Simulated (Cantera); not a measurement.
Cantera run:

```python
import numpy as np
import cantera as ct

gas_names = [...]  # 95 gases of nasa_gas.yaml made of C, F, H
cond_names = """
    C(gr) C6H6(L) C7H8(L) C8H18(L),n-octa
""".split()


# ... load() reads the species with a 1 bar reference pressure and builds the phases ...
atoms = {
    'CH2F2': {'C': 1, 'H': 2, 'F': 2},
    'F2': {'F': 2},
}
top_T = {'C(gr)': 4500}  # K; cautious upper limits of use, not melting points


# ... equilibrate(T, P, feed) seeds the gas with the atoms and calls Mixture.equilibrate('TP', solver="vcs", rtol=1e-11, max_steps=5000) ...
results = []
T = 823  # K
P = 1200  # Pa
for m in [0.22, 0.45, 0.68, 0.92, 1.1, 1.4, 1.6, 1.8, 2.1, 2.3, 2.5, 2.8]:
    feed = {'CH2F2': 1, 'F2': m}  # mol
    mix = equilibrate(T, P, feed)
    results.append((T, P, feed, dict(zip(mix.species_names, mix.species_moles))))

top = {s: max(r[3][s] / sum(r[3][g] for g in gas_names) for r in results) for s in gas_names}
cols = sorted((s for s in top if top[s] > 0.001), key=lambda s: -top[s])[:8]
seen = [c for c in cond_names if any(r[3].get(c, 0) > 1e-12 for r in results)]
print("log10 of partial pressures in bar; condensed amounts in mol")
print(f"{'n(F2)':>10s}" + "".join(f"{s[:9]:>10s}" for s in cols + seen))
for T, P, feed, n in results:
    ng = sum(n[g] for g in gas_names)
    print(f"{feed['F2']:10.4g}" + "".join(f"{np.log10(max(n[s] / ng * P / 1e5, 1e-99)):10.3f}" for s in cols)
          + "".join(f"{n.get(c, 0):10.4g}" for c in seen))
```

Result:

```
log10 of partial pressures in bar; condensed amounts in mol
     n(F2)        HF       CF4        F2         F     C(gr)
      0.22    -1.944    -3.204   -27.252   -15.557      0.89
      0.45    -1.967    -2.916   -27.108   -15.485     0.775
      0.68    -1.989    -2.759   -27.029   -15.445      0.66
      0.92    -2.011    -2.649   -26.974   -15.418      0.54
       1.1    -2.026    -2.587   -26.943   -15.403      0.45
       1.4    -2.051    -2.507   -26.904   -15.383       0.3
       1.6    -2.067    -2.465   -26.882   -15.372       0.2
       1.8    -2.082    -2.429   -26.864   -15.363       0.1
       2.1    -2.115    -2.416    -3.545    -3.703         0
       2.3    -2.145    -2.446    -3.046    -3.454         0
       2.5    -2.172    -2.473    -2.836    -3.349         0
       2.8    -2.210    -2.511    -2.659    -3.260         0
```

Method: chemical equilibrium by Gibbs-energy minimisation in Cantera with the NASA 1993 tables (ideal gas, pure condensed phases). Condensed phases not in the tables: fluorocarbon polymer. Gases not in the tables: C2F6 and larger saturated fluorocarbons.
